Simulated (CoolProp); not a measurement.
Properties of R1336mzz(E) along the isobar 3330 kPa (Tc = 130.4 °C, pc = 2779 kPa, ω = 0.413).

Values from CoolProp's reference Helmholtz-energy equation of state, Akasaka 2023.

```csv
T (°C),phase,cp (kJ/(kg K)),speed of sound (m/s),fugacity coefficient
-31.45,liquid,1.186,851.4,0.005268
-12.75,liquid,1.197,763.6,0.01409
5.95,liquid,1.210,678.4,0.03171
24.65,liquid,1.228,595.1,0.06224
43.35,liquid,1.251,513.5,0.1094
62.05,liquid,1.281,432.9,0.1758
80.75,liquid,1.326,353.2,0.2621
99.45,liquid,1.399,273.7,0.3663
118.15,liquid,1.569,192.3,0.4838
136.85,supercritical,3.876,90.24,0.6034
```
